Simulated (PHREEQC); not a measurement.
**Reverse-osmosis permeate (model solution)**

Model water analysis in mg/L, 58 °C, pH 5.61, pe 8.2:

```json
[
 {"constituent": "Na", "mg/L": "5.63"},
 {"constituent": "K", "mg/L": "0.139"},
 {"constituent": "Ca", "mg/L": "3.8"},
 {"constituent": "Mg", "mg/L": "0.354"},
 {"constituent": "Cl", "mg/L": "2.94"},
 {"constituent": "S(6) as SO4", "mg/L": "17.1"},
 {"constituent": "Alkalinity as HCO3", "mg/L": "1.72"},
 {"constituent": "Pb", "mg/L": "0.0781"},
 {"constituent": "Ba", "mg/L": "0.0268"}
]
```

Cl is adjusted to close the charge balance.
Valence states are taken as typed.

Model: ion-association model, phreeqc.dat, run in PHREEQC.

ionic strength: 0.000743 mol/kgw
specific conductance: 109 µS/cm

```csv
species,molality,activity,log γ
Na+,0.000245,0.000237,-0.014
SO4-2,0.000174,0.000153,-0.057
CO2,0.000142,0.000142,0.000
Ca+2,9.20e-5,8.08e-5,-0.057
Cl-,8.41e-5,8.14e-5,-0.014
HCO3-,3.07e-5,2.97e-5,-0.014
Mg+2,1.36e-5,1.20e-5,-0.056
K+,3.55e-6,3.43e-6,-0.014
CaSO4,2.74e-6,2.74e-6,0.000
```

This is a speciation only: nothing precipitates in the calculation. At this temperature some constants are extrapolated from 25 °C, and those without enthalpy data are left unchanged.
